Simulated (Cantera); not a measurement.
# Low-pressure radical oxidation in H2/O2

An isothermal, constant-pressure homogeneous reactor starts with 2.63 % H₂, 97.4 % O₂, at 1123 K and 0.00691 atm.

Cantera simulation using the H2/O2 subset of GRI-Mech 3.0, which has no nitrogen chemistry; the numbers are that mechanism's predictions, not measurements. Radical loss at walls, strong at low pressure, is not modelled.

```
t (s)         x H₂   x O₂      x OH    x H₂O₂     x H₂O       x O     x HO₂
--------  --------  -----  --------  --------  --------  --------  --------
1.00e-6     0.0263  0.974    <1e-12    <1e-12    <1e-12    <1e-12  2.60e-12
2.90e-6     0.0263  0.974    <1e-12    <1e-12    <1e-12    <1e-12  7.54e-12
8.42e-6     0.0263  0.974    <1e-12    <1e-12    <1e-12    <1e-12  2.19e-11
2.44e-5     0.0263  0.974  5.96e-12    <1e-12    <1e-12  6.07e-12  6.35e-11
7.09e-5     0.0263  0.974  4.30e-11    <1e-12  3.98e-12  4.52e-11  1.84e-10
0.000206    0.0263  0.974  2.55e-10    <1e-12  7.36e-11  2.93e-10  5.35e-10
0.000597    0.0263  0.974   1.33e-9    <1e-12   1.14e-9   1.83e-9   1.56e-9
0.00173     0.0263  0.974   1.41e-8  2.14e-12   2.54e-8   2.26e-8   4.57e-9
0.00503     0.0263  0.974   4.49e-6  2.55e-11   9.56e-6   7.34e-6   3.71e-8
0.0146    0.000747  0.953   0.00208   4.83e-8    0.0226    0.0175   1.72e-6
0.0423    0.000234  0.955   0.00140   2.54e-8    0.0242    0.0166   1.41e-6
0.123     0.000159  0.961   0.00115   2.60e-8    0.0251    0.0110   1.24e-6
0.356      6.46e-5  0.969  0.000735   2.53e-8    0.0260   0.00437   8.71e-7
1.03       1.41e-5  0.972  0.000345   1.98e-8    0.0264  0.000951   4.10e-7
3.00       2.20e-6  0.973  0.000137   1.06e-8    0.0266  0.000149   1.26e-7
```
x: mole fraction; the columns are a selection and need not sum to one.

Equilibrium at this temperature and pressure: H₂ 7.47e-10, O₂ 0.973, OH 2.57e-6, H₂O₂ 2.52e-11, H₂O 0.0266, O 5.22e-8, HO₂ 2.53e-9 (gas phase only).
